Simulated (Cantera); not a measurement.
Input (Python, Cantera):

```python
import numpy as np
import cantera as ct

gas = ct.Solution("gri30.yaml")
gas.TPX = 1698, 82000, {'C2H6': 1, 'N2': 1.6}
reactor = ct.IdealGasConstPressureReactor(gas, energy="off", clone=False)
net = ct.ReactorNet([reactor])
net.rtol, net.atol = 1e-08, 1e-18
show = ['C2H6', 'CH2', 'CH4', 'CH3', 'H', 'C2H4']
times = np.geomspace(0.0006, 4, 15)

steps = ct.SolutionArray(gas, extra=["t"])
rows = []
print(f"{'t/s':>10s}{'T/K':>9s}{'P/Pa':>11s}" + "".join(f"{s:>11s}" for s in show))
for t in times:
    while net.time < t:
        t_next = net.step()
        steps.append(gas.state, t=t_next)
    rows.append([np.interp(t, steps.t, y) for y in (steps.T, steps.P, *steps(*show).X.T)])
    print(f"{t:10.3e}{rows[-1][0]:9.1f}{rows[-1][1]:11.4g}" + "".join(f"{x:11.3e}" for x in rows[-1][2:]))
rate = np.gradient(steps.T, steps.t)
print("integrator steps:", len(steps.t))
if steps.T.max() > steps.T[0] + 200:
    print(f"time of steepest temperature rise: {steps.t[rate.argmax()]:.4e} s")
gas.TPX = 1698, 82000, {'C2H6': 1, 'N2': 1.6}
gas.equilibrate("TP")
print(f"equilibrium (TP): T = {gas.T:.1f} K  " + "  ".join(f"{s} {gas[s].X[0]:.3e}" for s in show))
```

Result:

```
       t/s      T/K       P/Pa       C2H6        CH2        CH4        CH3          H       C2H4
 6.000e-04   1698.0    8.2e+04  1.209e-04  1.039e-07  1.102e-01  4.887e-04  6.472e-05  4.857e-02
 1.125e-03   1698.0    8.2e+04  9.418e-05  9.137e-08  1.068e-01  4.521e-04  6.472e-05  2.729e-02
 2.111e-03   1698.0    8.2e+04  8.665e-05  9.135e-08  1.028e-01  4.454e-04  6.893e-05  1.058e-02
 3.959e-03   1698.0    8.2e+04  7.890e-05  8.952e-08  9.787e-02  4.307e-04  7.182e-05  4.066e-03
 7.425e-03   1698.0    8.2e+04  6.799e-05  8.437e-08  9.057e-02  4.016e-04  7.411e-05  3.307e-03
 1.393e-02   1698.0    8.2e+04  5.295e-05  7.605e-08  7.943e-02  3.560e-04  7.747e-05  3.264e-03
 2.612e-02   1698.0    8.2e+04  3.566e-05  6.440e-08  6.437e-02  2.935e-04  8.235e-05  3.256e-03
 4.899e-02   1698.0    8.2e+04  2.022e-05  5.034e-08  4.730e-02  2.211e-04  8.849e-05  3.301e-03
 9.188e-02   1698.0    8.2e+04  1.001e-05  3.631e-08  3.175e-02  1.527e-04  9.486e-05  3.389e-03
 1.723e-01   1698.0    8.2e+04  5.049e-06  2.529e-08  2.074e-02  1.023e-04  1.000e-04  3.479e-03
 3.232e-01   1698.0    8.2e+04  3.259e-06  1.911e-08  1.504e-02  7.537e-05  1.030e-04  3.534e-03
 6.062e-01   1698.0    8.2e+04  2.828e-06  1.716e-08  1.333e-02  6.712e-05  1.040e-04  3.552e-03
 1.137e+00   1698.0    8.2e+04  2.787e-06  1.696e-08  1.315e-02  6.628e-05  1.041e-04  3.554e-03
 2.133e+00   1698.0    8.2e+04  2.786e-06  1.696e-08  1.315e-02  6.627e-05  1.041e-04  3.554e-03
 4.000e+00   1698.0    8.2e+04  2.786e-06  1.696e-08  1.315e-02  6.627e-05  1.041e-04  3.554e-03
integrator steps: 1536
equilibrium (TP): T = 1698.0 K  C2H6 2.027e-06  CH2 1.442e-08  CH4 1.125e-02  CH3 5.653e-05  H 1.044e-04  C2H4 2.570e-03
```

Model: GRI-Mech 3.0 (53 species, 325 reactions), integrated in Cantera. GRI-Mech 3.0 stops at C3 and has no aromatics, soot or wall deposition, so with more carbon than oxygen in the feed, carbon stays in small species such as C2H2 where larger ones or solid carbon would form.
